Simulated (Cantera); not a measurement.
Ignition delay

Mixture: CH4 : C2H6 : C3H8 : O2 : N2 : H2O = 1 : 0.054 : 0.084 : 4.58 : 17.2 : 1.7 (molar parts), equivalence ratio 0.57, at 9.20 bar, adiabatic and at constant pressure. Ignition delay is the time to a rise of 400 K.

Computed with Cantera and GRI-Mech 3.0 (53 species, 325 reactions).

```csv
T0 (K),delay (ms)
1000,30.6
1100,6.06
1200,1.48
1300,0.412
1400,0.130
1500,0.0470
1600,0.0198
1700,0.00958
```

apparent activation energy between 1500 and 1700 K: 170 kJ/mol
